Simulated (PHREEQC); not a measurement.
A solution holds 0.026 mol H2SO4 and 6.1e-06 mol ZnSO4 per kg of water, at 25 °C. It is in equilibrium with CO2 at log p = 0 (atm). Otherwise closed; pH follows from the charge balance.

Computed with PHREEQC (ion-association model, phreeqc.dat).

This is a speciation only: nothing precipitates in the calculation.

Question: Order these Zn species by the share of Zn that they hold, largest first: Zn(SO4)2-2, Zn+2, ZnSO4.

Answer: Zn+2 (65 %), ZnSO4 (33 %), Zn(SO4)2-2 (2.6 %)

The pH is 1.51 and the ionic strength 0.0452 mol/kgw.
